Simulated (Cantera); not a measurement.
## Roasting and sulfation: Fe₂O₃ + H₂S + N₂ + O₂

Charge: 1 mol Fe₂O₃, 1.2 mol H₂S, 2.8 mol N₂, 3.3 mol O₂, equilibrated at 1073 K and 8250 Torr.

Cantera equilibrium calculation (NASA polynomials, part measured and part estimated; ideal gas, pure solids and liquids). Candidate condensed phases: Fe, FeO, Fe(OH)₂, Fe(OH)₃, FeS, FeSO₄, FeS₂, Fe₂O₃, Fe₂(SO₄)₃, Fe₃O₄, H₂O, H₂SO₄, S; 38 gas species. The numbers say what is thermodynamically allowed, not how fast it happens.

The x(N₂) comes out as 0.439 and the x(H₂O) is 0.188. The x(O₂) comes out as 0.185 and the x(SO₃) comes out as 0.101. The x(SO₂) is 0.0870, the x(H₂SO₄) comes out as 0.000430 and the x(NO) comes out as 4.63e-5. The x(NO₂) is 4.84e-6, the n(Fe₂O₃(s)) comes out as 1.00 mol and the gas amount comes out as 6.374 mol. The log10 activity of Fe(OH)₃(s) (absent) is -8.08, the log10 activity of Fe(OH)₂(s) (absent) is -8.15 and the log10 activity of Fe(α) (absent) comes out as -13.47.
